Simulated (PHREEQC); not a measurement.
Synthetic water in mmol/kgw, 20 °C, pH 6.79, pe 10.2:

| constituent | mmol/kgw |
|---|---|
| Na | 22.8 |
| K | 1.32 |
| Ca | 0.739 |
| Mg | 4.82 |
| Cl | 7.51 |
| S(6) | 6.1 |
| Alkalinity (meq/kgw) | 15 |
| Br | 0.061 |
| Cu(2) | 1.05 |

Na is adjusted to close the charge balance.
Valence states are taken as typed.

Model: ion-association model, wateq4f.dat, run in PHREEQC.

- ionic strength: 0.0394 mol/kgw

```csv
species,molality,activity,log γ
Na+,0.0199,0.0167,-0.077
HCO3-,0.0129,0.0109,-0.074
Cl-,0.00751,0.00623,-0.081
SO4-2,0.00480,0.00238,-0.305
CO2,0.00422,0.00426,0.004
Mg+2,0.00363,0.00187,-0.288
K+,0.00130,0.00108,-0.081
MgSO4,0.000906,0.000914,0.004
CuCO3,0.000628,0.000634,0.004
Ca+2,0.000566,0.000286,-0.297
MgHCO3+,0.000281,0.000234,-0.080
CuHCO3+,0.000273,0.000228,-0.078
NaSO4-,0.000228,0.000192,-0.074
CaSO4,0.000128,0.000130,0.004
NaHCO3,0.000101,0.000102,0.004
```

Precipitation was switched off in this run. Saturation is exceeded, for instance for Malachite, Brochantite; the values hold only as long as no solid forms.
